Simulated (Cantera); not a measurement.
Input: 1 mol SiH4, a varied amount of NH3, 0.6 mol H2, at 1373 K and 0.00133 bar.

Cantera equilibrium calculation (NASA polynomials, part measured and part estimated; ideal gas, pure solids and liquids). Candidate condensed phases: Si, Si3N4; 18 gas species. Mutual solubility and eutectic melting of coexisting phases are not modelled. Rates play no part.

x: gas mole fraction; n: condensed amount in mol.

| n(NH3) (mol) | x H2 | x N2 | x H | x Si | x SiH2 | x SiH | x NH3 | n Si(s) | n Si3N4(s) |
|---|---|---|---|---|---|---|---|---|---|
| 0.19 | 0.998 | 0.00230 | 9.11e-5 | 2.91e-7 | 2.50e-7 | 6.03e-8 | 6.00e-9 | 0.867 | 0.0442 |
| 0.3 | 0.998 | 0.00230 | 9.11e-5 | 2.91e-7 | 2.50e-7 | 6.03e-8 | 6.00e-9 | 0.786 | 0.0715 |
| 0.49 | 0.998 | 0.00230 | 9.11e-5 | 2.91e-7 | 2.50e-7 | 6.03e-8 | 6.00e-9 | 0.644 | 0.119 |
| 0.79 | 0.998 | 0.00230 | 9.11e-5 | 2.91e-7 | 2.50e-7 | 6.03e-8 | 6.00e-9 | 0.421 | 0.193 |
| 1.3 | 0.998 | 0.00230 | 9.11e-5 | 2.91e-7 | 2.50e-7 | 6.03e-8 | 6.00e-9 | 0.0408 | 0.320 |
| 2.1 | 0.937 | 0.0625 | 8.83e-5 | 3.22e-8 | 2.60e-8 | … | 2.85e-8 | 0 | 0.333 |
| 3.4 | 0.882 | 0.118 | 8.56e-5 | 2.11e-8 | 1.60e-8 | … | 3.57e-8 | 0 | 0.333 |
| 5.5 | 0.839 | 0.161 | 8.35e-5 | 1.71e-8 | 1.24e-8 | … | 3.87e-8 | 0 | 0.333 |
| 8.9 | 0.808 | 0.192 | 8.20e-5 | 1.53e-8 | 1.06e-8 | 2.85e-9 | 3.99e-8 | 0 | 0.333 |
| 14 | 0.788 | 0.212 | 8.10e-5 | 1.43e-8 | 9.71e-9 | … | 4.04e-8 | 0 | 0.333 |

Task: What belongs in the gaps?

Result: 
- 2.1, x SiH: 6.48e-9
- 3.4, x SiH: 4.10e-9
- 5.5, x SiH: 3.26e-9
- 14, x SiH: 2.63e-9
